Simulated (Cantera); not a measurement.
A closed system holds: 1 mol AlN, 0.37 mol HCl, 1.6 mol N2, held at 100000 Pa.

Cantera equilibrium calculation (NASA polynomials, part measured and part estimated; ideal gas, pure solids and liquids). Candidate condensed phases: Al, AlCl3, AlN, NH4Cl; 20 gas species. The tables' values for AlCl2 are old estimates; treat these amounts as uncertain. Kinetics and transport are ignored.

Problem. At 1273 K, list the 4 most abundant gas species with their mole fractions, and the condensed phases.

Solution. N2 0.837, H2 0.0743, AlCl3 0.0495, HCl 0.0392. Condensed: AlN(s).
